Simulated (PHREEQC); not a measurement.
Consider water at 25 °C with 0.0016 mol NH3, 0.0093 mol K2SO4 and 0.0024 mol CO2 per kg of water. Closed to the air; pH follows from the charge balance.

Model: ion-association model, phreeqc.dat, run in PHREEQC.

```tsv
quantity	before	after
pH	6.58	6.47
ionic strength (mol/kgw)	0.0282	0.0282
K+ (mol/kgw)	0.0180	0.0180
HCO3- (mol/kgw)	0.00160	0.00146
NH4+ (mol/kgw)	0.00151	0.00151
CO2 (mol/kgw)	0.000803	0.000942
```

### Question
Name the change that produced these shifts.
A. 0.00014 mol/kgw HF added
B. K2SO4 replaced by KHCO3 at the same molality
C. 0.00031 mol/kgw NaHCO3 added
D. CO2 from 0.0024 to 0.00048 mol/kgw
E. NH3 from 0.0016 to 0.008 mol/kgw

### Answer
A, 0.00014 mol/kgw HF added

This is a speciation only: nothing precipitates in the calculation.
